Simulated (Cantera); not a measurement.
# NO annealing gas

An isothermal, constant-pressure homogeneous reactor starts with NO : N2 = 1 : 0.18 (molar parts), at 2075 K and 17000 Pa.

Cantera simulation using GRI-Mech 3.0 (53 species, 325 reactions); the numbers are that mechanism's predictions, not measurements.

```
t (s)      x NO   x N2       x O     x NO2     x N2O
--------  -----  -----  --------  --------  --------
3.00e-5   0.847  0.153   7.08e-6   1.88e-7   7.12e-6
7.05e-5   0.847  0.153   1.63e-5   9.63e-7   1.65e-5
0.000166  0.847  0.153   3.73e-5   4.53e-6   3.76e-5
0.000389  0.847  0.153   8.50e-5   1.80e-5   8.19e-5
0.000915  0.847  0.153  0.000193   5.49e-5  0.000162
0.00215   0.846  0.153  0.000355  0.000107  0.000259
0.00505   0.844  0.154  0.000426  0.000127  0.000307
0.0119    0.839  0.156  0.000453  0.000137  0.000307
0.0279    0.827  0.162  0.000502  0.000157  0.000295
0.0656    0.800  0.176  0.000604  0.000193  0.000268
0.154     0.733  0.209  0.000791  0.000248  0.000215
0.362     0.587  0.282   0.00109  0.000290  0.000128
0.851     0.336  0.408   0.00147  0.000232   3.88e-5
2.00      0.104  0.524   0.00174   8.66e-5   3.65e-6
```
x: mole fraction; the columns are a selection and need not sum to one.

Equilibrium at this temperature and pressure: NO 0.0112, N2 0.570, O 0.00184, NO2 9.96e-6, N2O 2.21e-7 (gas phase only).
